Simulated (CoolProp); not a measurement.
Aqueous magnesium chloride as a coolant, at 18 °C, 1 atm.

Values from CoolProp's Melinder's fits for secondary coolants.

```csv
mass %,freezing point (°C),Prandtl number,viscosity (mPa s),cp (kJ/(kg K)),density (kg/m³)
4.5,-2.6,8.44,1.26,3.921,1036
7.5,-5.2,8.96,1.38,3.747,(withheld)
10.5,(withheld),10.2,1.63,(withheld),1089
13.5,-13.9,11.8,1.94,3.417,1115
16.5,-19.9,13.2,(withheld),3.267,1143
19.5,-27.3,15.1,2.63,3.127,1171
22.5,-37.4,23.6,4.23,2.992,1201
25.5,(withheld),93.7,17.2,2.847,1236
28.5,-80.3,2710,505,2.670,1279
```

Fill in the missing entries.


- 7.5, density (kg/m³): 1062
- 10.5, freezing point (°C): -9.0
- 10.5, cp (kJ/(kg K)): 3.578
- 16.5, viscosity (mPa s): 2.23
- 25.5, freezing point (°C): -53.4
